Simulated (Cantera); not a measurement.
## Catalytic combustion on Pt

An isothermal plug-flow reactor at 1100 K and 3.30 bar (inlet), inlet velocity 1.8 m/s, active area per volume 460 1/m; feed CH4 : O2 : N2 = 0.0063 : 0.19 : 0.79 (molar parts).

Computed with Cantera and Deutschmann's 1995 Pt surface mechanism with GRI-Mech 3.0 gas chemistry. Catalytic surfaces can have several steady states; this one follows from the mechanism file's or the stated starting coverage. Mass transfer to the wall is taken as infinitely fast.

```json
[
 {"z (m)": "0.00091", "x CH4": "0.00628", "x O2": "0.192", "x H2O": "0.000223", "x CO2": "0.000107", "x CO": "3.83e-6", "θ free Pt": "0.201", "θ O*": "0.799", "θ OH*": "0.000403"},
 {"z (m)": "0.0015", "x CH4": "0.00620", "x O2": "0.192", "x H2O": "0.000365", "x CO2": "0.000178", "x CO": "3.93e-6", "θ free Pt": "0.201", "θ O*": "0.799", "θ OH*": "0.000493"},
 {"z (m)": "0.0025", "x CH4": "0.00608", "x O2": "0.192", "x H2O": "0.000603", "x CO2": "0.000297", "x CO": "3.87e-6", "θ free Pt": "0.201", "θ O*": "0.799", "θ OH*": "0.000614"},
 {"z (m)": "0.0042", "x CH4": "0.00588", "x O2": "0.192", "x H2O": "0.000999", "x CO2": "0.000493", "x CO": "3.76e-6", "θ free Pt": "0.201", "θ O*": "0.798", "θ OH*": "0.000774"},
 {"z (m)": "0.0071", "x CH4": "0.00555", "x O2": "0.191", "x H2O": "0.00165", "x CO2": "0.000813", "x CO": "3.59e-6", "θ free Pt": "0.201", "θ O*": "0.798", "θ OH*": "0.000982"},
 {"z (m)": "0.012", "x CH4": "0.00502", "x O2": "0.190", "x H2O": "0.00267", "x CO2": "0.00132", "x CO": "3.39e-6", "θ free Pt": "0.201", "θ O*": "0.798", "θ OH*": "0.00124"},
 {"z (m)": "0.02", "x CH4": "0.00422", "x O2": "0.188", "x H2O": "0.00419", "x CO2": "0.00204", "x CO": "3.68e-6", "θ free Pt": "0.201", "θ O*": "0.797", "θ OH*": "0.00155"},
 {"z (m)": "0.033", "x CH4": "0.00293", "x O2": "0.186", "x H2O": "0.00657", "x CO2": "0.00315", "x CO": "1.11e-5", "θ free Pt": "0.202", "θ O*": "0.797", "θ OH*": "0.00193"},
 {"z (m)": "0.055", "x CH4": "0.00133", "x O2": "0.183", "x H2O": "0.00982", "x CO2": "0.00479", "x CO": "7.27e-6", "θ free Pt": "0.202", "θ O*": "0.796", "θ OH*": "0.00236"},
 {"z (m)": "0.091", "x CH4": "0.000452", "x O2": "0.181", "x H2O": "0.0117", "x CO2": "0.00578", "x CO": "1.89e-6", "θ free Pt": "0.202", "θ O*": "0.795", "θ OH*": "0.00258"}
]
```
x: gas mole fraction; θ: surface coverage.
